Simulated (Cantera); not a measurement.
Input: 1 mol CH3F, 2.6 mol F2, at 0.000420 bar.

Cantera equilibrium calculation (NASA polynomials, part measured and part estimated; ideal gas, pure solids and liquids). Candidate condensed phases: C, C6H6, C7H8, C8H18; 110 gas species. Ions and electrons are included (thermal ionisation). Gases not in the tables: C2F6 and larger saturated fluorocarbons. Equilibrium is a limit: real reactors are often held back by kinetics, nucleation or transport.

x: gas mole fraction; n: condensed amount in mol.

```tsv
T (K)	x HF	x F	x H	x CF2	x C	x CF4	x C3	x CF	n C(graphite)
2000	0.628	0.186	8.71e-6	0.128	7.25e-8	0.0550	6.60e-8	0.000865	0.112
2250	0.513	0.422	0.000162	0.0589	8.67e-6	0.000300	1.55e-5	0.00582	0.618
2500	0.484	0.484	0.00314	0.0112	0.000396	5.90e-7	0.00118	0.0158	0.808
2750	0.409	0.478	0.0360	0.00208	0.00845	2.04e-9	0.0334	0.0294	0
3000	___	___	___	___	___	___	___	___	0
3250	___	0.587	___	___	___	<1e-12	___	___	0
3500	0.0153	0.602	0.284	1.47e-6	0.0944	<1e-12	0.000166	0.00224	0
3750	0.00401	0.606	0.292	1.28e-7	0.0971	<1e-12	8.34e-6	0.000643	0
4000	0.00122	0.607	0.293	1.47e-8	0.0977	<1e-12	5.76e-7	0.000211	0
4250	0.000421	0.608	0.294	2.16e-9	0.0979	<1e-12	5.37e-8	7.82e-5	0
4500	0.000164	0.608	0.294	3.92e-10	0.0978	<1e-12	6.48e-9	3.23e-5	0
4750	7.02e-5	0.608	0.294	8.48e-11	0.0976	<1e-12	9.72e-10	1.46e-5	0
5000	3.27e-5	0.607	0.294	2.13e-11	0.0971	<1e-12	1.75e-10	7.09e-6	0
```

Problem. Some entries are withheld; supply them.

Solution. 
- 3250, x HF: 0.0645
- 3250, x H: 0.254
- 3250, x CF2: 2.03e-5
- 3250, x C: 0.0786
- 3250, x C3: 0.00331
- 3250, x CF: 0.00793
- 3000, x HF: 0.225
- 3000, x F: 0.540
- 3000, x H: 0.153
- 3000, x CF2: 0.000220
- 3000, x C: 0.0358
- 3000, x CF4: 1.02e-11
- 3000, x C3: 0.0194
- 3000, x CF: 0.0185
